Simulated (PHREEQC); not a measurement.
A solution holds 0.14 mol/kgw HF, at 25 °C. Closed to the air; pH follows from the charge balance.

Equilibrium calculation in PHREEQC: ion-association model, wateq4f.dat.

```
Quantity                    Value
----------------  ---------------
pH                           2.05
ionic strength    0.00975 mol/kgw
total alkalinity      -140 meq/kg
```

| species | molality | activity | log γ |
|---|---|---|---|
| HF | 0.0877 | 0.0878 | 0.001 |
| H2F2 | 0.0201 | 0.0201 | 0.001 |
| H+ | 0.00975 | 0.00891 | -0.039 |
| F- | 0.00729 | 0.00657 | -0.045 |
| HF2- | 0.00246 | 0.00221 | -0.045 |

Precipitation was switched off in this run. wateq4f.dat counts part of the HF as a dimer, H2F2, which phreeqc.dat doesn't know; its constant is uncertain.
